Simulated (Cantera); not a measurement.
An isothermal plug-flow reactor at 800 K and 750 Torr (inlet), inlet velocity 4.6 m/s, active area per volume 730 1/m; feed 0.485 % H2, 10.5 % O2, 89.0 % N2, equivalence ratio 0.023.

Detailed kinetics in Cantera: Deutschmann's 1995 Pt surface mechanism with GRI-Mech 3.0 gas chemistry. Catalytic surfaces can have several steady states; this one follows from the mechanism file's or the stated starting coverage. Mass transfer to the wall is taken as infinitely fast.

Problem. Predict: x(H2) at z = 0.027 m; x(O2) at z = 0.027 m; x(H2O) at z = 0.027 m; θ(free Pt) at the exit; θ(O*) at the exit; θ(OH*) at the exit.

Solution. 
```
Property                  Value
----------------------  -------
x(H2) at z = 0.027 m    1.08e-5
x(O2) at z = 0.027 m      0.103
x(H2O) at z = 0.027 m   0.00485
θ(free Pt) at the exit   0.0362
θ(O*) at the exit         0.962
θ(OH*) at the exit      0.00139
```
